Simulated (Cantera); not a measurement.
Charge: 1 mol V2O5, 2.7 mol H2, 5.3 mol N2, at 2175 K and 19.0 mbar.

Equilibrium computed with Cantera from the NASA thermochemical tables; the gas is ideal and each condensed phase is pure. Candidate condensed phases: H2O, V, VN, VO, V2O3, V2O4, V2O5; 28 gas species. Condensed phases not in the tables: the oxides between V2O3 and V2O5 other than VO2. The numbers say what is thermodynamically allowed, not how fast it happens.

Base state: N2 0.623, H2O 0.205, H2 0.105, VO2 0.0517, H 0.0115, OH 0.00302, NO 0.000320, O 0.000231 (mole fractions); condensed: V2O3(s).

Q: What changes in the equilibrium state with this change: pressure from 19.0 mbar to 0.450 bar?

A: 
```csv
species,before,after
N2,0.623,0.660
H2O,0.205,0.247
H2,0.105,0.0879
VO2,0.0517,0.00261
H,0.0115,0.00216
VO,0.000190,6.71e-6
O,0.000231,1.40e-5
O2,0.000192,1.66e-5
"V2O3(s), mol",0.779,0.989
```

Q: What changes in the equilibrium state with this change: temperature from 2175 K to 1223.15 K?

A: 
```json
[
 {"species": "N2", "before": "0.623", "after": "0.662"},
 {"species": "H2O", "before": "0.205", "after": "0.250"},
 {"species": "H2", "before": "0.105", "after": "0.0875"},
 {"species": "VO2", "before": "0.0517", "after": "<1e-9"},
 {"species": "H", "before": "0.0115", "after": "6.47e-7"},
 {"species": "NO", "before": "0.000320", "after": "<1e-9"},
 {"species": "O", "before": "0.000231", "after": "<1e-9"},
 {"species": "O2", "before": "0.000192", "after": "<1e-9"},
 {"species": "VO", "before": "0.000190", "after": "<1e-9"},
 {"species": "OH", "before": "0.00302", "after": "1.67e-8"},
 {"species": "V2O3(s), mol", "before": "0.779", "after": "1.00"}
]
```
